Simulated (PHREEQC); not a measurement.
Consider water at 25 °C with 0.0013 mol K2HPO4 per kg of water. Closed to the air; pH follows from the charge balance.

All values are PHREEQC results (ion-association model, wateq4f.dat), not measurements.

```
Item                        Value
----------------  ---------------
pH                           9.08
ionic strength    0.00388 mol/kgw
total alkalinity      1.30 meq/kg
```

```json
[
 {"species": "K+", "molality": "0.00260", "activity": "0.00242", "log γ": "-0.030"},
 {"species": "HPO4-2", "molality": "0.00128", "activity": "0.000982", "log γ": "-0.115"},
 {"species": "H2PO4-", "molality": "1.40e-5", "activity": "1.31e-5", "log γ": "-0.029"},
 {"species": "OH-", "molality": "1.30e-5", "activity": "1.21e-5", "log γ": "-0.030"},
 {"species": "KHPO4-", "molality": "4.96e-6", "activity": "4.64e-6", "log γ": "-0.029"},
 {"species": "PO4-3", "molality": "9.74e-7", "activity": "5.36e-7", "log γ": "-0.259"}
]
```

Precipitation was switched off in this run. H3PO4, which wateq4f.dat lacks, is added to it with the constant of phreeqc.dat.
